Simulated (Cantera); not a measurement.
What does this Cantera script print?

```python
import numpy as np
import cantera as ct

gas_names = """
    CL CL2 Fe FeCL FeCL2 FeCL3 Fe2CL4 Fe2CL6 H HCL H2
""".split()
cond_names = """
    Fe(a) Fe(c) Fe(d) Fe(L) FeCL2(s) FeCL2(L) FeCL3(s) FeCL3(L)
""".split()


# ... load() reads the species with a 1 bar reference pressure and builds the phases ...
atoms = {
    'FeCl3': {'Fe': 1, 'CL': 3},
    'H2': {'H': 2},
}
top_T = {}  # K; cautious upper limits of use, not melting points


# ... equilibrate(T, P, feed) seeds the gas with the atoms and calls Mixture.equilibrate('TP', solver="vcs", rtol=1e-11, max_steps=5000) ...
results = []
feed = {'FeCl3': 1, 'H2': 210}  # mol
T = 1398  # K
P = 10000  # Pa
mix = equilibrate(T, P, feed)
results.append((T, P, feed, dict(zip(mix.species_names, mix.species_moles))))
x = sorted(zip(gas.X, gas.species_names), reverse=True)
print(f"T = {T:g} K  P = {P:g} Pa  gas = {mix.phase_moles(0):.4g} mol")
print("   x: " + "  ".join(f"{s} {v:.3e}" for v, s in x if v > 0.0001))
print("   condensed (mol): " + ("  ".join(f"{mix.phase(i).name} {mix.phase_moles(i):.4g}"
      for i in range(1, mix.n_phases) if mix.phase_moles(i) > 1e-12) or "none"))
```

Output:

```
T = 1398 K  P = 10000 Pa  gas = 211.5 mol
   x: H2 9.859e-01  HCL 1.394e-02  FeCL2 1.214e-04
   condensed (mol): Fe(c) 0.9743
```

Method: chemical equilibrium by Gibbs-energy minimisation in Cantera with the NASA 1993 tables (ideal gas, pure condensed phases).
